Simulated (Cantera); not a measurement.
# Chlorosilane synthesis and conversion: SiCl4 + H2

Input: 1 mol SiCl4, 1.5 mol H2, at 898.15 K and 17.0 bar.

Cantera equilibrium calculation (NASA polynomials, part measured and part estimated; ideal gas, pure solids and liquids). Candidate condensed phases: Si; 19 gas species. The tables' values for SiCl3 are old estimates; treat these amounts as uncertain. Kinetics and transport are ignored.

```json
{
  "x(H2)": "0.575",
  "x(SiCl4)": "0.375",
  "x(HCl)": "0.0247",
  "x(SiHCl3)": "0.0244",
  "x(SiH2Cl2)": "0.000150",
  "x(SiCl3)": "3.15e-5",
  "gas_amount": "2.500 mol",
  "log10 activity of Si(s) (absent)": "-4.05"
}
```
